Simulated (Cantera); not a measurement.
Feed: 1 mol Si, 0.099 mol Cl₂, 2.9 mol O₂, at 825 °C and 13300 Pa.

Equilibrium computed with Cantera from the NASA thermochemical tables; the gas is ideal and each condensed phase is pure. Candidate condensed phases: Si, SiO₂; 15 gas species. Equilibrium is a limit: real reactors are often held back by kinetics, nucleation or transport.

Base state: O₂ 0.950, Cl₂ 0.0490, Cl 0.000898, ClO 1.56e-5 (mole fractions); condensed: SiO₂(β-quartz).

### Question
What changes in the equilibrium state with this change: temperature from 825 °C to 1225 °C?

### Answer
| species | before | after |
|---|---|---|
| O₂ | 0.950 | 0.936 |
| Cl₂ | 0.0490 | 0.0341 |
| Cl | 0.000898 | 0.0292 |
| O | 6.36e-9 | 1.05e-5 |
| ClO | 1.56e-5 | 0.000254 |
| SiO₂(β-quartz), mol | 1.00 | 1.00 |
The tables hold silica as quartz up to 1696 K and as liquid above; real silica turns to tridymite and cristobalite and melts near 1996 K.
